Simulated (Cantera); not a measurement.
Standard-state values (1 bar) from the NASA 1993 polynomials, evaluated with Cantera. Values are per mole of reaction as written; species without (g) are pure solids or liquids, kept so even where they would boil at 1 bar.

H2(g) + S → H2S(g)

```csv
T (K),ΔH° (kJ),ΔS° (J/K),ΔG° (kJ),log10 K
423,…,…,…,…
523,-28.5,23.3,-40.7,4.07
623,-31.3,18.4,-42.8,3.59
723,-33.4,15.3,-44.5,3.21
823,-35.2,12.9,-45.9,2.91
923,-37.2,10.7,-47.1,2.66
1023,…,…,…,…
```

Q: What belongs in the gaps?

A: 
- 423, ΔH° (kJ): -25.3
- 423, ΔS° (J/K): 30.3
- 423, ΔG° (kJ): -38.1
- 423, log10 K: 4.70
- 1023, ΔH° (kJ): -39.0
- 1023, ΔS° (J/K): 8.9
- 1023, ΔG° (kJ): -48.0
- 1023, log10 K: 2.45
